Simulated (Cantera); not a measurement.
Thermodynamics of halide evaporation, hydrolysis and transport, feed FeCl₂ + HCl + N₂

Feed: 1 mol FeCl₂, 2.3 mol HCl, 6.3 mol N₂, at 850 °C and 0.133 bar.

Equilibrium computed with Cantera from the NASA thermochemical tables; the gas is ideal and each condensed phase is pure. Candidate condensed phases: Fe, FeCl₂, FeCl₃, NH₄Cl; 18 gas species. Equilibrium is a limit: real reactors are often held back by kinetics, nucleation or transport.

```
Item                                     Value
-----------------------------------  ---------
x(N₂)                                    0.658
x(HCl)                                   0.240
x(FeCl₂)                                0.0993
x(Fe₂Cl₄)                              0.00229
x(FeCl₃)                              0.000613
x(H₂)                                 0.000307
x(Cl)                                  1.42e-6
gas amount                           9.575 mol
log10 activity of FeCl₂(l) (absent)      -0.98
log10 activity of Fe(α) (absent)         -2.74
```
